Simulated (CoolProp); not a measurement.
Acetone along the isobar 397 kPa: density (kg/m³) from the reference equation and from simpler models built on Tc = 235.0 °C, pc = 4692 kPa, ω = 0.307; each cubic takes its own stable root.

Values from CoolProp's reference Helmholtz-energy equation of state, Lemmon 2006. It is a short technical equation, of lower accuracy than the large ones.

```csv
T (°C),phase,reference
-39.85,liquid,854.9
-36.05,liquid,850.9
-32.35,liquid,847.0
-28.55,liquid,843.0
-24.85,liquid,839.0
-21.05,liquid,835.0
-17.35,liquid,831.0
-13.55,liquid,827.0
-9.85,liquid,823.0
-6.05,liquid,818.9
-2.35,liquid,815.0
1.45,liquid,810.9
5.15,liquid,806.8
8.95,liquid,802.7
12.65,liquid,798.7
```

Q: How far does each simpler model (van der Waals, Soave-Redlich-Kwong, Peng-Robinson) lie from the reference over these 15 states: mean and median of the absolute difference, and the worst?

A: 
- van der Waals: mean 49.1 %, median 49.1 %, worst -49.4 % at -39.85 °C and 397 kPa
- Soave-Redlich-Kwong: mean 22.5 %, median 22.4 %, worst -23.0 % at -39.85 °C and 397 kPa
- Peng-Robinson: mean 12.8 %, median 12.7 %, worst -13.5 % at -39.85 °C and 397 kPa
